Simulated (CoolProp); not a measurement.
Computed with CoolProp (reference Helmholtz-energy equation of state, Lemmon 2006). It is a short technical equation, of lower accuracy than the large ones.

For nitrous oxide, give the phase and the density (kg/m³), cv (kJ/(kg K)), Joule-Thomson coefficient (K/MPa), isothermal compressibility (1/MPa) at -72.65 °C and 4780 kPa.


- -72.65 °C and 4780 kPa: liquid; density 1190, cv 0.942, Joule-Thomson coefficient -0.242, isothermal compressibility 0.00137
